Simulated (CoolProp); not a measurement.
Model: reference Helmholtz-energy equation of state, Leachman 2009, in CoolProp.

For normal hydrogen, give the phase and the viscosity (µPa s) at 388.15 °C and 574 kPa; 479.85 °C and 19 kPa.


- 388.15 °C and 574 kPa: gas; viscosity 15.5
- 479.85 °C and 19 kPa: gas; viscosity 17.0

Viscosity comes from a separate model (Muzny 2013).
